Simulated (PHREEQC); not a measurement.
Make-up at 25 °C: 0.00095 mol/kgw KOH. Closed to the air; pH follows from the charge balance.

Equilibrium calculation in PHREEQC: ion-association model, phreeqc.dat.

Precipitation was switched off in this run.

Question: What pH, specific conductance does the model give?

Answer: pH 10.96; specific conductance 251 µS/cm.
